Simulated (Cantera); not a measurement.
Cantera run:

```python
import numpy as np
import cantera as ct

gas_names = """
    N NO NO2 NO3 N2 N2O O O2 O3 Si SiN SiO SiO2 Si2 Si2N Si3
""".split()
cond_names = """
    Si(cr) Si(L) SiO2(Lqz) SiO2(hqz) SiO2(L) Si2N2O(s) Si3N4(a)
""".split()


def load(file, names, dense=False):
    # The tables refer to 1 bar. Condensed volumes are neglected.
    table = {s.name: s for s in ct.Species.list_from_file(file)}
    out = []
    for n in names:
        d = dict(table[n].input_data)
        d["thermo"] = dict(d["thermo"], **{"reference-pressure": 1e5})
        if dense:
            d["equation-of-state"] = {"model": "constant-volume", "density": "1e6 g/cm^3"}
        out.append(ct.Species.from_dict(d))
    return out


gas = ct.Solution(thermo="ideal-gas", species=load("nasa_gas.yaml", gas_names))
cond = {s.name: ct.Solution(thermo="fixed-stoichiometry", species=[s], name=s.name)
        for s in load("nasa_condensed.yaml", cond_names, dense=True)}
atoms = {
    'Si3N4': {'Si': 3, 'N': 4},
    'O2': {'O': 2},
    'N2': {'N': 2},
    'N2O': {'N': 2, 'O': 1},
}
top_T = {'Si2N2O(s)': 2100, 'Si3N4(a)': 2400}  # K; cautious upper limits of use, not melting points


def equilibrate(T, P, feed):
    n = {}
    for name, mol in feed.items():
        for a, k in atoms[name].items():
            n[a] = n.get(a, 0.0) + k * mol
    gas.TPX = T, P, n
    mass = sum(n.values()) * gas.mean_molecular_weight
    gas.equilibrate("TP")
    valid = [c for c in cond.values() if c.min_temp <= T <= top_T.get(c.name, c.max_temp)]
    mix = ct.Mixture([(gas, mass / gas.mean_molecular_weight)] + [(c, 0.0) for c in valid])
    mix.T, mix.P = T, P
    mix.equilibrate("TP", solver="vcs", rtol=1e-11, max_steps=5000)
    return mix


results = []
T = 1075  # K
P = 10  # Pa
for m in [0.16, 0.19, 0.24, 0.3, 0.37, 0.46, 0.57, 0.71, 0.88, 1.1, 1.4, 1.7]:
    feed = {'Si3N4': 1, 'O2': 0.06, 'N2': 110, 'N2O': m}  # mol
    mix = equilibrate(T, P, feed)
    results.append((T, P, feed, dict(zip(mix.species_names, mix.species_moles))))

top = {s: max(r[3][s] / sum(r[3][g] for g in gas_names) for r in results) for s in gas_names}
cols = sorted((s for s in top if top[s] > 0.0001), key=lambda s: -top[s])[:8]
seen = [c for c in cond_names if any(r[3].get(c, 0) > 1e-12 for r in results)]
print("log10 of partial pressures in bar; condensed amounts in mol")
print(f"{'n(N2O)':>10s}" + "".join(f"{s[:9]:>10s}" for s in cols + seen))
for T, P, feed, n in results:
    ng = sum(n[g] for g in gas_names)
    print(f"{feed['N2O']:10.4g}" + "".join(f"{np.log10(max(n[s] / ng * P / 1e5, 1e-99)):10.3f}" for s in cols)
          + "".join(f"{n.get(c, 0):10.4g}" for c in seen))
```

It prints:

```
log10 of partial pressures in bar; condensed amounts in mol
    n(N2O)        N2 SiO2(hqz) Si2N2O(s)  Si3N4(a)
      0.16    -4.000         0      0.28    0.8133
      0.19    -4.000         0      0.31    0.7933
      0.24    -4.000         0      0.36      0.76
       0.3    -4.000         0      0.42      0.72
      0.37    -4.000         0      0.49    0.6733
      0.46    -4.000         0      0.58    0.6133
      0.57    -4.000         0      0.69      0.54
      0.71    -4.000         0      0.83    0.4467
      0.88    -4.000         0         1    0.3333
       1.1    -4.000         0      1.22    0.1867
       1.4    -4.000   0.01333     1.493         0
       1.7    -4.000    0.2133     1.393         0
```

Method: chemical equilibrium by Gibbs-energy minimisation in Cantera with the NASA 1993 tables (ideal gas, pure condensed phases). Mutual solubility and eutectic melting of coexisting phases are not modelled.
